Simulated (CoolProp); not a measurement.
Properties of R1234ze(E) along the isobar 2.15 MPa (Tc = 109.4 °C, pc = 3.635 MPa, ω = 0.313).

Model: reference Helmholtz-energy equation of state, Thol 2016, in CoolProp.

| T (°C) | phase | Z | cp (kJ/(kg K)) | cv (kJ/(kg K)) | expansivity (1/kK) | viscosity (µPa s) | fugacity coefficient |
|---|---|---|---|---|---|---|---|
| -98.65 | liquid | 0.1127 | 1.216 | 0.8257 | 1.646 | 1620 | 0.0002201 |
| -88.75 | liquid | 0.1084 | 1.216 | 0.8271 | ? | 1210 | 0.0005939 |
| -78.85 | liquid | 0.1046 | 1.218 | 0.8301 | 1.696 | 941 | 0.001419 |
| -68.95 | liquid | 0.1012 | 1.222 | 0.8346 | ? | 759 | 0.003059 |
| -58.95 | liquid | 0.09821 | 1.229 | 0.8403 | 1.776 | 627 | 0.006086 |
| -49.05 | liquid | 0.09557 | 1.238 | 0.8469 | ? | 528 | 0.01116 |
| -39.15 | liquid | 0.09322 | 1.249 | 0.8542 | 1.892 | 452 | 0.01920 |
| -29.25 | liquid | 0.09116 | 1.261 | 0.8622 | 1.967 | 390 | 0.03126 |
| -19.35 | liquid | 0.08937 | 1.275 | 0.8707 | 2.056 | ? | 0.04849 |
| -9.45 | liquid | 0.08783 | ? | 0.8797 | 2.163 | 298 | 0.07208 |
| 0.55 | liquid | 0.08652 | 1.311 | 0.8895 | 2.292 | 263 | 0.1036 |
| 10.45 | liquid | ? | 1.333 | 0.8998 | 2.447 | 232 | ? |
| 20.35 | liquid | 0.08470 | 1.358 | 0.9107 | ? | 206 | 0.1927 |
| 30.25 | liquid | 0.08420 | 1.388 | 0.9219 | 2.876 | 182 | 0.2521 |

What belongs in the gaps?


- -88.75, expansivity (1/kK): 1.668
- -68.95, expansivity (1/kK): 1.732
- -49.05, expansivity (1/kK): 1.828
- -19.35, viscosity (µPa s): 340
- -9.45, cp (kJ/(kg K)): 1.292
- 10.45, Z: 0.08548
- 10.45, fugacity coefficient: 0.1434
- 20.35, expansivity (1/kK): 2.636

Viscosity comes from a separate model (Bell 2016), an estimate that may be off by 10 % or more.
